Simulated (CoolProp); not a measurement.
A single-stage vapour-compression cycle with fluoroethane (R161): evaporating at 295.15 K (dew point), condensing at 350.15 K (bubble point), superheat 8 K, subcooling 0 K, compressor efficiency 0.65, no pressure losses. Each further row changes one setting.

Model: reference Helmholtz-energy equation of state, Wu 2012, in CoolProp.

```tsv
case	cooling COP	pressure ratio	discharge temperature (K)	refrigerating effect (kJ/kg)	volumetric capacity (kJ/m³)
as stated	2.35	3.63	389.8	218	4110
evaporating temperature 300.15 K	2.69	3.17	386.2	221	4780
condensing temperature 345.15 K	2.72	3.28	382.8	232	4380
subcooling 5 K	2.51	3.63	389.8	233	4400
superheat 18 K	2.38	3.63	400.1	233	4170
compressor efficiency 0.55	1.99	3.63	398.3	218	4110
```
